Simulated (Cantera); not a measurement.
**Abatement and gas-phase synthesis: SF6 + SO2 + H2**

A closed system holds: 1 mol SF6, 0.072 mol SO2, 0.48 mol H2, equilibrated at 310000 Pa.

These are equilibrium values from Cantera (NASA tables, ideal gas, pure condensed phases), not measurements of a reactor. Candidate condensed phases: H2O, H2SO4, S; 43 gas species. The tables' values for SF3, S2F2 (SSF2), SOF2, FS2F (FSSF) are old estimates; treat these amounts as uncertain. Equilibrium is a limit: real reactors are often held back by kinetics, nucleation or transport.

| T (K) | log p F | log p HF | log p S | log p SF2 | log p SF | log p S2 | log p SO |
|---|---|---|---|---|---|---|---|
| 2998 | 0.32 | -0.29 | -1.30 | -0.71 | -0.81 | -1.39 | -1.31 |
| 3048 | 0.32 | -0.30 | -1.19 | -0.81 | -0.80 | -1.31 | -1.29 |
| 3098 | 0.33 | -0.31 | -1.10 | -0.92 | -0.80 | -1.25 | -1.27 |
| 3148 | 0.33 | -0.32 | -1.02 | -1.03 | -0.82 | -1.21 | -1.26 |
| 3198 | 0.34 | -0.33 | -0.96 | -1.15 | -0.84 | -1.19 | -1.26 |
| 3248 | 0.34 | -0.33 | -0.89 | -1.27 | -0.86 | -1.17 | -1.26 |
| 3298 | 0.34 | -0.34 | -0.84 | -1.40 | -0.89 | -1.17 | -1.26 |
| 3348 | 0.34 | -0.34 | -0.79 | -1.52 | -0.92 | -1.18 | -1.26 |
| 3398 | 0.34 | -0.35 | -0.74 | -1.65 | -0.96 | -1.19 | -1.26 |
| 3448 | 0.34 | -0.35 | -0.70 | -1.78 | -1.00 | -1.20 | -1.27 |
| 3498 | 0.34 | -0.35 | -0.67 | -1.90 | -1.04 | -1.22 | -1.27 |
log p: log10 of the partial pressure in bar; nothing condenses.

From 2998 K to 3498 K nothing is condensed.
